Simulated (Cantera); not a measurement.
Input: 1 mol Fe2O3, 3.2 mol CO, 8.7 mol N2, at 752 °C and 5700 Pa.

Cantera equilibrium calculation (NASA polynomials, part measured and part estimated; ideal gas, pure solids and liquids). Candidate condensed phases: C, Fe, Fe(CO)5, FeO, Fe2O3, Fe3O4; 27 gas species. The tables' stoichiometric FeO is somewhat more stable than real wüstite, so its field is too wide. FeO: taken at fixed stoichiometry. Rates play no part.

Base state: N2 0.731, CO 0.185, CO2 0.0840 (mole fractions); condensed: FeO(s).

Q: What changes in the equilibrium state with this change: Fe2O3 replaced by Cu2O?

A: 
| species | before | after |
|---|---|---|
| N2 | 0.731 | 0.731 |
| CO | 0.185 | 0.185 |
| CO2 | 0.0840 | 0.0840 |
| FeO(s), mol | 2.00 | 0 |
| Cu(s), mol | 0 | 2.00 |
Further candidate phases: Cu, CuO, Cu2O.
